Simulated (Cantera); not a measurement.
Cantera run:

```python
import numpy as np
import cantera as ct

gas_names = [...]  # 77 gases of nasa_gas.yaml made of C, H, Ti
cond_names = """
    C(gr) C6H6(L) C7H8(L) C8H18(L),n-octa Ti(a) Ti(b) Ti(L) TiC(s) TiC(L)
""".split()


# ... load() reads the species with a 1 bar reference pressure and builds the phases ...
atoms = {
    'Ti': {'Ti': 1},
    'C3H8': {'C': 3, 'H': 8},
    'H2': {'H': 2},
}
top_T = {'C(gr)': 4500}  # K; cautious upper limits of use, not melting points


# ... equilibrate(T, P, feed) seeds the gas with the atoms and calls Mixture.equilibrate('TP', solver="vcs", rtol=1e-11, max_steps=5000) ...
results = []
feed = {'Ti': 1, 'C3H8': 2, 'H2': 19}  # mol
P = 2800  # Pa
for T in [1025, 1175, 1325, 1475, 1625, 1775, 1925, 2075]:
    mix = equilibrate(T, P, feed)
    results.append((T, P, feed, dict(zip(mix.species_names, mix.species_moles))))

top = {s: max(r[3][s] / sum(r[3][g] for g in gas_names) for r in results) for s in gas_names}
cols = sorted((s for s in top if top[s] > 0.001), key=lambda s: -top[s])[:8]
seen = [c for c in cond_names if any(r[3].get(c, 0) > 1e-12 for r in results)]
print("log10 of partial pressures in bar; condensed amounts in mol")
print(f"{'T/K':>10s}" + "".join(f"{s[:9]:>10s}" for s in cols + seen))
for T, P, feed, n in results:
    ng = sum(n[g] for g in gas_names)
    print(f"{T:10.4g}" + "".join(f"{np.log10(max(n[s] / ng * P / 1e5, 1e-99)):10.3f}" for s in cols)
          + "".join(f"{n.get(c, 0):10.4g}" for c in seen))
```

It prints:

```
log10 of partial pressures in bar; condensed amounts in mol
       T/K        H2         H       CH4 C2H2,acet     C(gr)    TiC(s)
      1025    -1.554    -9.138    -4.241   -10.210     4.945         1
      1175    -1.553    -7.688    -4.824    -8.749     4.986         1
      1325    -1.553    -6.563    -5.279    -7.623     4.995         1
      1475    -1.553    -5.664    -5.642    -6.729     4.997         1
      1625    -1.553    -4.928    -5.939    -6.002     4.997         1
      1775    -1.554    -4.315    -6.185    -5.400     4.992         1
      1925    -1.556    -3.797    -6.393    -4.895     4.975         1
      2075    -1.560    -3.355    -6.576    -4.467     4.933         1
```

Cantera equilibrium calculation (NASA polynomials, part measured and part estimated; ideal gas, pure solids and liquids). TiC: taken at fixed stoichiometry.
